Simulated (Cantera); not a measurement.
A Cantera script and what it prints.

```python
import numpy as np
import cantera as ct

gas_names = """
    C CO CO2 C2 C2O C3 C3O2 C4 C5 O O2 O3 Ti TiO TiO2
""".split()
cond_names = """
    C(gr) Ti(a) Ti(b) Ti(L) TiC(s) TiC(L) TiO(a) TiO(b) TiO(L) TiO2(ru) TiO2(L) Ti2O3(a) Ti2O3(b)
    Ti2O3(L) Ti3O5(a) Ti3O5(b) Ti3O5(L) Ti4O7(s) Ti4O7(L)
""".split()


def load(file, names, dense=False):
    # The tables refer to 1 bar. Condensed volumes are neglected.
    table = {s.name: s for s in ct.Species.list_from_file(file)}
    out = []
    for n in names:
        d = dict(table[n].input_data)
        d["thermo"] = dict(d["thermo"], **{"reference-pressure": 1e5})
        if dense:
            d["equation-of-state"] = {"model": "constant-volume", "density": "1e6 g/cm^3"}
        out.append(ct.Species.from_dict(d))
    return out


gas = ct.Solution(thermo="ideal-gas", species=load("nasa_gas.yaml", gas_names))
cond = {s.name: ct.Solution(thermo="fixed-stoichiometry", species=[s], name=s.name)
        for s in load("nasa_condensed.yaml", cond_names, dense=True)}
atoms = {
    'TiO2': {'Ti': 1, 'O': 2},
    'C': {'C': 1},
    'CO': {'C': 1, 'O': 1},
}
top_T = {'C(gr)': 4500}  # K; cautious upper limits of use, not melting points


def equilibrate(T, P, feed):
    n = {}
    for name, mol in feed.items():
        for a, k in atoms[name].items():
            n[a] = n.get(a, 0.0) + k * mol
    gas.TPX = T, P, n
    mass = sum(n.values()) * gas.mean_molecular_weight
    gas.equilibrate("TP")
    valid = [c for c in cond.values() if c.min_temp <= T <= top_T.get(c.name, c.max_temp)]
    mix = ct.Mixture([(gas, mass / gas.mean_molecular_weight)] + [(c, 0.0) for c in valid])
    mix.T, mix.P = T, P
    mix.equilibrate("TP", solver="vcs", rtol=1e-11, max_steps=5000)
    return mix


results = []
feed = {'TiO2': 1, 'C': 2.2, 'CO': 0.93}  # mol
T = 1800  # K
P = 15000  # Pa
mix = equilibrate(T, P, feed)
results.append((T, P, feed, dict(zip(mix.species_names, mix.species_moles))))
print(gas.report(threshold=1e-06))
for i in range(1, mix.n_phases):
    print(f"{mix.phase(i).name:16s} {mix.phase_moles(i):12.5e} mol")
```

It prints:

```
       temperature   1800 K
          pressure   15000 Pa
           density   0.028076 kg/m^3
  mean mol. weight   28.012 kg/kmol
   phase of matter   gas

                          1 kg             1 kmol
                     ---------------   ---------------
          enthalpy        -2.181e+06       -6.1094e+07  J
   internal energy       -2.7153e+06        -7.606e+07  J
           entropy            9662.4        2.7066e+05  J/K
    Gibbs function       -1.9573e+07       -5.4829e+08  J
 heat capacity c_p            1281.8             35906  J/K
 heat capacity c_v               985             27592  J/K

                      mass frac. Y      mole frac. X     chem. pot. / RT
                     ---------------   ---------------   ---------------
                CO           0.99981           0.99988           -36.632
               CO2         0.0001888        0.00012017           -68.344
     [  +13 minor]        1.2672e-07        5.4894e-08

C(gr)             0.00000e+00 mol
Ti(b)             0.00000e+00 mol
TiC(s)            6.80118e-01 mol
TiO(b)            0.00000e+00 mol
TiO2(ru)          0.00000e+00 mol
Ti2O3(b)          1.59941e-01 mol
Ti3O5(b)          0.00000e+00 mol
Ti4O7(s)          0.00000e+00 mol
```

These are equilibrium values from Cantera (NASA tables, ideal gas, pure condensed phases), not measurements of a reactor. Mutual solubility and eutectic melting of coexisting phases are not modelled. TiC: taken at fixed stoichiometry.
